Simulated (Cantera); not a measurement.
Feed: 1 mol SiCl4, 0.023 mol Cl2, 32 mol H2, held at 40.0 mbar.

Method: chemical equilibrium by Gibbs-energy minimisation in Cantera with the NASA 1993 tables (ideal gas, pure condensed phases). Candidate condensed phases: Si; 19 gas species. The tables' values for SiCl3 are old estimates; treat these amounts as uncertain. Rates play no part.

x: gas mole fraction; n: condensed amount in mol.

| T (K) | x H2 | x HCl | x SiCl2 | x SiCl4 | n Si(s) |
|---|---|---|---|---|---|
| 1275 | 0.912 | 0.0676 | 0.0130 | ___ | 0.301 |
| 1300 | 0.909 | 0.0702 | 0.0144 | ___ | 0.305 |
| 1325 | 0.907 | 0.0721 | 0.0157 | ___ | 0.305 |
| 1350 | 0.906 | 0.0734 | 0.0167 | ___ | 0.304 |
| 1375 | 0.905 | 0.0744 | 0.0176 | ___ | 0.301 |
| 1400 | 0.904 | 0.0749 | 0.0183 | ___ | 0.297 |
| 1425 | 0.904 | 0.0753 | 0.0189 | ___ | 0.293 |
| 1450 | 0.904 | 0.0754 | 0.0194 | ___ | 0.288 |
| 1475 | 0.903 | 0.0754 | 0.0198 | ___ | 0.283 |
| 1500 | 0.903 | 0.0754 | 0.0202 | ___ | 0.277 |
| 1525 | 0.903 | 0.0753 | 0.0205 | ___ | 0.272 |
| 1550 | 0.903 | 0.0751 | 0.0208 | ___ | 0.267 |
| 1575 | 0.903 | 0.0749 | 0.0211 | ___ | 0.262 |

Complete the blanks.


- 1275, x SiCl4: 0.00324
- 1300, x SiCl4: 0.00228
- 1325, x SiCl4: 0.00157
- 1350, x SiCl4: 0.00106
- 1375, x SiCl4: 0.000714
- 1400, x SiCl4: 0.000478
- 1425, x SiCl4: 0.000320
- 1450, x SiCl4: 0.000216
- 1475, x SiCl4: 0.000146
- 1500, x SiCl4: 0.000100
- 1525, x SiCl4: 6.91e-5
- 1550, x SiCl4: 4.82e-5
- 1575, x SiCl4: 3.40e-5
